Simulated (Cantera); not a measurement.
Charge: 1 mol Cr, 0.26 mol NH₃, equilibrated at 1373.15 K and 460000 Pa.

Cantera equilibrium calculation (NASA polynomials, part measured and part estimated; ideal gas, pure solids and liquids). Candidate condensed phases: Cr, CrN, Cr₂N; 11 gas species. Mutual solubility and eutectic melting of coexisting phases are not modelled. Kinetics and transport are ignored.

Base state: H₂ 0.998, N₂ 0.00196, NH₃ 1.91e-5 (mole fractions); condensed: Cr(s) + Cr₂N(s).

### Question
What changes in the equilibrium state with this change: temperature from 1373.15 K to 1473 K?

### Answer
| species | before | after |
|---|---|---|
| H₂ | 0.998 | 0.992 |
| N₂ | 0.00196 | 0.00774 |
| NH₃ | 1.91e-5 | 2.69e-5 |
| Cr(s), mol | 0.483 | 0.492 |
| Cr₂N(s), mol | 0.258 | 0.254 |

### Question
What changes in the equilibrium state with this change: NH₃ from 0.26 to 3.8 mol?

### Answer
```json
[
 {"species": "H₂", "before": "0.998", "after": "0.775"},
 {"species": "N₂", "before": "0.00196", "after": "0.224"},
 {"species": "NH₃", "before": "1.91e-5", "after": "0.000140"},
 {"species": "Cr(s), mol", "before": "0.483", "after": "0"},
 {"species": "Cr₂N(s), mol", "before": "0.258", "after": "0.500"}
]
```
